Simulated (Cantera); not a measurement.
Cantera with NASA thermochemical tables; ideal gases at 1 bar, condensed phases pure. Values are per mole of reaction as written; species without (g) are pure solids or liquids, kept so even where they would boil at 1 bar.

H2(g) + Ba + 2 NO(g) → 2 N(g) + Ba(OH)2, with ΔH° = -183.4 kJ and ΔS° = -200.6 J/K at 300 K.

Question: How far is the shortcut ΔG° ≈ ΔH°(300 K) − T·ΔS°(300 K) from the full temperature-dependent value at 925, 1075, 1225, 1375, 1525, 1675 K?

Answer: 
```json
[
 {"T (K)": "925", "shortcut (kJ)": "2.2", "full (kJ)": "-19.1", "difference (kJ)": "21.3", "difference in log10 K": "-1.20", "condensed phases": "Ba(s), Ba(OH)2(l)"},
 {"T (K)": "1075", "shortcut (kJ)": "32.2", "full (kJ)": "0.6", "difference (kJ)": "31.6", "difference in log10 K": "-1.54", "condensed phases": "Ba(l), Ba(OH)2(l)"},
 {"T (K)": "1225", "shortcut (kJ)": "62.3", "full (kJ)": "20.0", "difference (kJ)": "42.3", "difference in log10 K": "-1.80", "condensed phases": "Ba(l), Ba(OH)2(l)"},
 {"T (K)": "1375", "shortcut (kJ)": "92.4", "full (kJ)": "38.7", "difference (kJ)": "53.8", "difference in log10 K": "-2.04", "condensed phases": "Ba(l), Ba(OH)2(l)"},
 {"T (K)": "1525", "shortcut (kJ)": "122.5", "full (kJ)": "56.6", "difference (kJ)": "65.9", "difference in log10 K": "-2.26", "condensed phases": "Ba(l), Ba(OH)2(l)"},
 {"T (K)": "1675", "shortcut (kJ)": "152.6", "full (kJ)": "74.0", "difference (kJ)": "78.6", "difference in log10 K": "-2.45", "condensed phases": "Ba(l), Ba(OH)2(l)"}
]
```
The shortcut ignores heat capacities and the phase changes listed.
